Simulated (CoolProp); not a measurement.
Properties of dimethyl carbonate at several states.

The numbers come from the reference Helmholtz-energy equation of state, Zhou 2011 in CoolProp.

| T (°C) | p (bar) | phase | density (kg/m³) | cp (kJ/(kg K)) | isothermal compressibility (1/MPa) | expansivity (1/kK) |
|---|---|---|---|---|---|---|
| 36.35 | 3.82 | liquid | 1048 | 1.848 | 0.0009756 | 1.273 |
| 119.75 | 204 | liquid | 964.1 | 1.983 | 0.001493 | 1.321 |
| 284.65 | 2.58 | gas | 5.104 | 1.798 | 3.949 | 1.902 |
| 140.35 | 50.3 | liquid | 908.9 | 2.079 | 0.002357 | 1.668 |
| 191.95 | 13.4 | liquid | 809.9 | 2.302 | 0.005239 | 2.464 |
